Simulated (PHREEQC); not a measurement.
Solution (20 °C): 85 mmol/kgw HF, 0.072 mmol/kgw NH4F and 0.14 mmol/kgw HCl. Closed to the air; pH follows from the charge balance.

Model: ion-association model, phreeqc.dat, run in PHREEQC.

| quantity | before | after |
|---|---|---|
| pH | 2.08 | 2.18 |
| ionic strength (mol/kgw) | 0.00922 | 0.00722 |
| HF (mol/kgw) | 0.0741 | 0.0762 |
| F- (mol/kgw) | 0.00713 | 0.00532 |
| HF2- (mol/kgw) | 0.00194 | 0.00176 |

### Question
Name the change that produced these shifts.
A. temperature from 20 to 50 °C
B. temperature from 20 to 5 °C
C. HCl left out
D. diluted 5-fold with water
E. HCl from 0.00014 to 0.0007 mol/kgw

### Answer
A, temperature from 20 to 50 °C

Precipitation was switched off in this run. Away from 25 °C the constants follow the database's enthalpies or fits; those with neither stay at their 25 °C values.
